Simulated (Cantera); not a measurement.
Charge: 1 mol Fe₂O₃, 0.49 mol C, 2.3 mol CO, held at 0.0750 Torr.

Equilibrium computed with Cantera from the NASA thermochemical tables; the gas is ideal and each condensed phase is pure. Candidate condensed phases: C, Fe, Fe(CO)₅, FeO, Fe₂O₃, Fe₃O₄; 15 gas species. Mutual solubility and eutectic melting of coexisting phases are not modelled. The tables' stoichiometric FeO is somewhat more stable than real wüstite, so its field is too wide. FeO: taken at fixed stoichiometry. The numbers say what is thermodynamically allowed, not how fast it happens.

x: gas mole fraction; n: condensed amount in mol.

```
T (K)   x CO  x CO₂      x Fe   x FeO  n Fe(α)  n FeO(s)
-----  -----  -----  --------  ------  -------  --------
973    0.788  0.212  3.81e-11  <1e-12   0.0809      1.92
1023   0.802  0.198  4.48e-10  <1e-12   0.0416      1.96
1073   0.813  0.187   4.15e-9  <1e-12   0.0121      1.99
1123   0.817  0.183   3.03e-8     [?]        0      2.00
1173   0.817  0.183   1.81e-7     [?]        0      2.00
1223   0.817  0.183   9.35e-7     [?]        0      2.00
1273   0.817  0.183   4.22e-6     [?]        0      2.00
1323   0.817  0.183   1.70e-5     [?]        0      2.00
1373   0.817  0.183   6.14e-5     [?]        0      2.00
```

Problem. What belongs in the gaps?

Solution. 
- 1123, x FeO: 3.40e-12
- 1173, x FeO: 3.42e-11
- 1223, x FeO: 2.83e-10
- 1273, x FeO: 1.97e-9
- 1323, x FeO: 1.18e-8
- 1373, x FeO: 6.21e-8
